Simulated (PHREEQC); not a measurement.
0.31 g of hydrous ferric oxide (600 m²/g; 0.2 weak and 0.005 strong sites per Fe, Dzombak-Morel constants, diffuse double layer) in 1 kg of water with 0.3 mol/kgw of an inert sodium salt and 1.8e-06 mol/kgw ZnSO4, 0.00051 mol/kgw Na2SO4 and 2.5e-05 mol/kgw CuCl2, at 25 °C; the pH is set by adding NaOH or the inert anion's acid. O2 is buffered at 0.21 atm. No CO2 enters from the air. Precipitation was switched off in this run.

The series has 13 steps of pH, from 3 to 9.

Computed with PHREEQC (ion-association model, wateq4f.dat).

Near which pH is half of the Zn sorbed, and on which side is more sorbed?

Near pH 6.3, with more sorbed at higher pH.

Near which pH is half of the Cu sorbed, and on which side is more sorbed?

Near pH 5.0, with more sorbed at higher pH.

The database's constant for dissolved Cu(OH)2 is higher than later reviews accept. The oxide is taken as insoluble; below pH 4 it would dissolve.
